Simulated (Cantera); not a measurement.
## Equilibrium for carbothermic reduction: TiO2 + CH4 + CO + H2

Feed: 1 mol TiO2, 1.5 mol CH4, 0.025 mol CO, 0.022 mol H2, equilibrated at 57000 Pa.

Method: chemical equilibrium by Gibbs-energy minimisation in Cantera with the NASA 1993 tables (ideal gas, pure condensed phases). Candidate condensed phases: C, C6H6, C7H8, C8H18, H2O, Ti, TiC, TiO, TiO2, Ti2O3, Ti3O5, Ti4O7; 113 gas species. Mutual solubility and eutectic melting of coexisting phases are not modelled. TiC: taken at fixed stoichiometry. Condensed phases not in the tables: Magnéli phases beyond Ti4O7. Rates play no part.

```tsv
T (K)	x H2	x CO	x CH4	x H2O	n C(graphite)	n TiO2(rutile)	n Ti4O7(s)	n Ti3O5(s)	n TiC(s)	n Ti2O3(s)
1000	0.943	0.00708	0.0484	0.00150	1.36	1.00	0	0	0	0
1075	0.968	0.00785	0.0241	0.000547	1.43	1.00	0	0	0	0
1150	0.965	0.0222	0.0124	0.000573	1.42	0.822	0.0446	0	0	0
1225	0.910	0.0830	0.00620	0.000847	1.23	0	0.250	0	0	0
1300	0.890	0.106	0.00355	0.000490	1.16	0	0	0.333	0	0
1375	0.891	0.106	0.00225	0.000248	1.16	0	0	0.333	0	0
1450	0.778	0.220	0.00114	0.000244	0.371	0	0	0.234	0.297	0
1525	0.728	0.271	0.000410	0.000272	0	0	0	0	0.400	0.300
1600	0.728	0.271	0.000166	0.000292	0	0	0	0	0.400	0.300
```
x: gas mole fraction; n: condensed amount in mol.

From 1000 K to 1075 K the condensed part is C(graphite) + TiO2(rutile). At 1150 K the condensed part is C(graphite) + TiO2(rutile) + Ti4O7(s). At 1225 K the condensed part is C(graphite) + Ti4O7(s). From 1300 K to 1375 K the condensed part is C(graphite) + Ti3O5(s). At 1450 K the condensed part is C(graphite) + TiC(s) + Ti3O5(s). From 1525 K to 1600 K the condensed part is TiC(s) + Ti2O3(s).
